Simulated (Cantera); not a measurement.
An isothermal, constant-pressure homogeneous reactor starts with CH4 : H2 = 0.04 : 1 (molar parts), at 1575 K and 21.0 Torr.

Detailed kinetics in Cantera: GRI-Mech 3.0 (53 species, 325 reactions). GRI-Mech 3.0 stops at C3 and has no aromatics, soot or wall deposition, so with more carbon than oxygen in the feed, carbon stays in small species such as C2H2 where larger ones or solid carbon would form. Radical loss at walls, strong at low pressure, is not modelled.

Task: Predict: x(CH4) at 5.00 s; x(H2) at 5.00 s; x(C2H) at 5.00 s; x(C2H2) at 5.00 s; x(C2H6) at 5.00 s; x(CH3) at 5.00 s.

Result: 
| Quantity | Result |
|---|---|
| x(CH4) at 5.00 s | 0.0202 (gas-phase equilibrium 0.00142) |
| x(H2) at 5.00 s | 0.971 (gas-phase equilibrium 0.980) |
| x(C2H) at 5.00 s | 5.78e-9 (gas-phase equilibrium 1.31e-8) |
| x(C2H2) at 5.00 s | 0.00870 (gas-phase equilibrium 0.0178) |
| x(C2H6) at 5.00 s | 8.22e-7 (gas-phase equilibrium 9.26e-9) |
| x(CH3) at 5.00 s | 9.31e-5 (gas-phase equilibrium 7.28e-6) |
